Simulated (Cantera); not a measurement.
An isothermal, constant-pressure homogeneous reactor starts with CH₄ : H₂O = 1 : 0.48 (molar parts), at 1475 K and 0.661 atm.

Computed with Cantera and GRI-Mech 3.0 (53 species, 325 reactions). GRI-Mech 3.0 stops at C3 and has no aromatics, soot or wall deposition, so with more carbon than oxygen in the feed, carbon stays in small species such as C2H2 where larger ones or solid carbon would form.

x: mole fraction; the columns are a selection and need not sum to one.

```json
[
 {"t (s)": "2.00e-5", "x CH₄": "0.676", "x H₂O": "0.324", "x O": "<1e-12", "x O₂": "<1e-12", "x H₂O₂": "<1e-12", "x H₂": "4.82e-6"},
 {"t (s)": "6.55e-5", "x CH₄": "0.676", "x H₂O": "0.324", "x O": "<1e-12", "x O₂": "<1e-12", "x H₂O₂": "<1e-12", "x H₂": "1.59e-5"},
 {"t (s)": "0.000215", "x CH₄": "0.676", "x H₂O": "0.324", "x O": "<1e-12", "x O₂": "<1e-12", "x H₂O₂": "<1e-12", "x H₂": "5.44e-5"},
 {"t (s)": "0.000703", "x CH₄": "0.675", "x H₂O": "0.324", "x O": "<1e-12", "x O₂": "<1e-12", "x H₂O₂": "<1e-12", "x H₂": "0.000200"},
 {"t (s)": "0.00230", "x CH₄": "0.674", "x H₂O": "0.324", "x O": "1.14e-12", "x O₂": "<1e-12", "x H₂O₂": "<1e-12", "x H₂": "0.000765"},
 {"t (s)": "0.00754", "x CH₄": "0.670", "x H₂O": "0.324", "x O": "2.28e-12", "x O₂": "<1e-12", "x H₂O₂": "<1e-12", "x H₂": "[?]"},
 {"t (s)": "0.0247", "x CH₄": "0.652", "x H₂O": "0.321", "x O": "3.08e-12", "x O₂": "<1e-12", "x H₂O₂": "<1e-12", "x H₂": "0.0179"},
 {"t (s)": "0.0809", "x CH₄": "[?]", "x H₂O": "0.310", "x O": "2.11e-12", "x O₂": "1.14e-12", "x H₂O₂": "<1e-12", "x H₂": "[?]"},
 {"t (s)": "0.265", "x CH₄": "0.464", "x H₂O": "0.284", "x O": "1.11e-12", "x O₂": "<1e-12", "x H₂O₂": "<1e-12", "x H₂": "0.187"},
 {"t (s)": "0.869", "x CH₄": "0.284", "x H₂O": "0.246", "x O": "<1e-12", "x O₂": "<1e-12", "x H₂O₂": "<1e-12", "x H₂": "0.349"},
 {"t (s)": "2.85", "x CH₄": "0.139", "x H₂O": "0.203", "x O": "<1e-12", "x O₂": "<1e-12", "x H₂O₂": "<1e-12", "x H₂": "0.489"},
 {"t (s)": "9.32", "x CH₄": "0.111", "x H₂O": "0.150", "x O": "<1e-12", "x O₂": "<1e-12", "x H₂O₂": "<1e-12", "x H₂": "0.551"},
 {"t (s)": "30.5", "x CH₄": "0.106", "x H₂O": "0.0818", "x O": "<1e-12", "x O₂": "<1e-12", "x H₂O₂": "<1e-12", "x H₂": "0.608"},
 {"t (s)": "100", "x CH₄": "0.0955", "x H₂O": "0.0257", "x O": "<1e-12", "x O₂": "<1e-12", "x H₂O₂": "<1e-12", "x H₂": "0.657"}
]
```

Q: What belongs in the gaps?

A: 
- 0.00754, x H₂: 0.00345
- 0.0809, x CH₄: 0.591
- 0.0809, x H₂: 0.0712
